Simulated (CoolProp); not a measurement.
A single-stage vapour-compression cycle with hydrogen chloride: evaporating at 209.15 K (dew point), condensing at 238.15 K (bubble point), superheat 10 K, subcooling 0 K, compressor efficiency 0.6, no pressure losses. Each further row changes one setting.

Model: reference Helmholtz-energy equation of state, Thol 2018, in CoolProp.

| case | cooling COP | pressure ratio | discharge temperature (K) | refrigerating effect (kJ/kg) | volumetric capacity (kJ/m³) |
|---|---|---|---|---|---|
| as stated | 3.58 | 3.12 | 350.7 | 379 | 2340 |
| evaporating temperature 214.15 K | 4.55 | 2.50 | 327.9 | 381 | 2890 |
| condensing temperature 233.15 K | 4.44 | 2.62 | 327.3 | 388 | 2390 |
| subcooling 5 K | 3.66 | 3.12 | 350.7 | 388 | 2390 |
| superheat 20 K | 3.48 | 3.12 | 368.3 | 388 | 2270 |
| compressor efficiency 0.5 | 2.98 | 3.12 | 375.8 | 379 | 2340 |
